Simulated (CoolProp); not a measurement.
Vapour pressure (MPa) of R11: the reference equation beside estimates from Tc = 198.0 °C, pc = 4.408 MPa, ω = 0.189. Clausius-Clapeyron is anchored at 99.55 °C with a constant enthalpy of vaporisation of 20.24 kJ/mol.

Computed with CoolProp (reference Helmholtz-energy equation of state, Jacobsen 1992).

```csv
T (°C),reference,Lee-Kesler,Clausius-Clapeyron,van der Waals
8.15,0.05637,0.05543,0.09775,0.3723
31.05,0.1305,0.1295,0.1875,0.5776
53.85,0.2639,0.2637,0.3276,0.8461
76.75,0.4835,0.4848,0.5332,1.187
99.55,0.8160,0.8184,0.8160,1.604
122.45,1.296,1.297,1.191,2.106
145.25,1.952,1.952,1.665,2.694
168.05,2.827,2.826,2.249,3.372
```

Absolute difference from the reference over all 8 rows, mean and median: Lee-Kesler 0.4 and 0.2 %, Clausius-Clapeyron 24.3 and 17.6 %, van der Waals 185.7 and 121.0 %.
